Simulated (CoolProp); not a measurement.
Vapour pressure (bar) of octamethyltrisiloxane (MDM): the reference equation beside estimates from Tc = 565.4 K, pc = 14.38 bar, ω = 0.528. Clausius-Clapeyron is anchored at 345.8 K with a constant enthalpy of vaporisation of 43.92 kJ/mol.

Values from CoolProp's reference Helmholtz-energy equation of state, Thol 2017.

```csv
T (K),reference,Clausius-Clapeyron,van der Waals,Peng-Robinson
327,0.02675,0.02742,1.007,0.02945
331.7,0.03395,0.03447,1.096,0.03697
336.4,0.04271,0.04306,1.190,0.04604
341.1,0.05330,0.05346,1.289,0.05692
345.8,0.06599,0.06599,1.394,0.06988
350.5,0.08110,0.08099,1.505,0.08522
355.3,0.09938,0.09928,1.623,0.1037
360,0.1204,0.1205,1.746,0.1248
364.7,0.1450,0.1456,1.874,0.1495
369.4,0.1736,0.1751,2.008,0.1779
374.1,0.2066,0.2096,2.149,0.2107
378.8,0.2444,0.2497,2.296,0.2482
```

Absolute difference from the reference over all 12 rows, mean and median: Clausius-Clapeyron 0.9 and 0.6 %, van der Waals 1873.1 and 1644.4 %, Peng-Robinson 5.1 and 4.7 %.
